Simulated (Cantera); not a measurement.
A perfectly stirred reactor is fed with NO : N2 = 1 : 3.8 (molar parts), at 0.310 bar; it is held at 1950 K, and followed from long to short residence time.

Cantera simulation using GRI-Mech 3.0 (53 species, 325 reactions); the numbers are that mechanism's predictions, not measurements.

Question: What does this change do: N2 3.8 to 17 parts?

Answer: 
| quantity | before | after |
|---|---|---|
| x(NO) at τ = 1.00 s | 0.179 | 0.0527 |
| x(N2O) at τ = 1.00 s | 1.38e-5 | 1.27e-6 |
| x(N2) at τ = 1.00 s | 0.806 | 0.946 |
| x(NO2) at τ = 1.00 s | 5.28e-5 | 5.60e-6 |
| x(O) at τ = 1.00 s | 0.000110 | 3.94e-5 |
| x(NO) at τ = 19.0 ms | 0.208 | 0.0555 |
| x(N2O) at τ = 19.0 ms | 1.77e-5 | 1.29e-6 |
| x(N2) at τ = 19.0 ms | 0.792 | 0.944 |
| x(NO2) at τ = 19.0 ms | 2.40e-5 | 2.25e-6 |
| x(O) at τ = 19.0 ms | 4.64e-5 | 1.53e-5 |
